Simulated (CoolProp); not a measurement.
The numbers come from the reference Helmholtz-energy equation of state, Lemmon 2006 in CoolProp. It is a short technical equation, of lower accuracy than the large ones.

For toluene, give the phase and the cv (kJ/(kg K)), speed of sound (m/s), Prandtl number at 620 K and 0.102 bar.


- 620 K and 0.102 bar: gas; cv 2.09, speed of sound 241, Prandtl number 0.710

Viscosity comes from a separate model (Avgeri 2015). Thermal conductivity comes from a separate model (Assael 2012).
